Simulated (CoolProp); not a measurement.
Vapour-liquid equilibrium of carbon dioxide (1) + sulfur dioxide (2) at 233.2 K; x and y are mole fractions of (1).

The numbers come from the multi-fluid Helmholtz-energy mixture model, Span 1996 and Gao 2016; pair parameters Bell 2016 in CoolProp.

```tsv
x	bubble pressure (MPa)	y at the bubble point	dew pressure at overall composition x (MPa)	liquid density (mol/L)
0.05	0.08687	0.758	0.02280	24.13
0.15	0.2135	0.908	0.02545	24.36
0.25	0.3315	0.946	0.02881	24.59
0.35	0.4384	0.962	0.03317	24.80
0.45	0.5341	0.972	0.03910	25.00
0.55	0.6203	0.979	0.04759	25.17
0.65	0.7003	0.984	0.06078	25.31
0.75	0.7786	0.988	0.08407	25.40
0.85	0.8608	0.992	0.1363	25.44
0.95	0.9535	0.997	0.3548	25.41
```

No azeotrope shows between x = 0.05 and 0.95.

The pair parameters rest on a limited set of measurements; away from them the model extrapolates.
